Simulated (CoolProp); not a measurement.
The numbers come from the reference Helmholtz-energy equation of state, Lemmon 2006 in CoolProp. It is a short technical equation, of lower accuracy than the large ones.

Q: For R141b, give the phase and the density (kg/m³), isothermal compressibility (1/MPa) at 109.85 °C and 43.6 bar; 195.35 °C and 43.6 bar.

A: 
- 109.85 °C and 43.6 bar: liquid; density 1070, isothermal compressibility 0.00448
- 195.35 °C and 43.6 bar: liquid; density 750, isothermal compressibility 0.0660
